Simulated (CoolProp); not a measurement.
Vapour-liquid equilibrium of R152A (1) + R227EA (2) at 21.75 °C; x and y are mole fractions of (1).

Values from CoolProp's multi-fluid Helmholtz-energy mixture model, Outcalt 1996 and Lemmon 2016; pair parameters Bell 2016.

Task: Give the bubble pressure and the first vapour's composition at x = 0.2, 0.5, 0.65. Is there an azeotrope?

Result: x = 0.2: 0.4302 MPa, y = 0.238; x = 0.5: 0.4762 MPa, y = 0.572; x = 0.65: 0.4995 MPa, y = 0.710. No azeotrope shows between x = 0.05 and 0.95.

Pair parameters are fitted to limited data, so mixtures are less certain than the pure fluids. The gap from Raoult's law changes sign with composition, which may be real or a fault of the pair parameters; it wasn't checked against measurements.
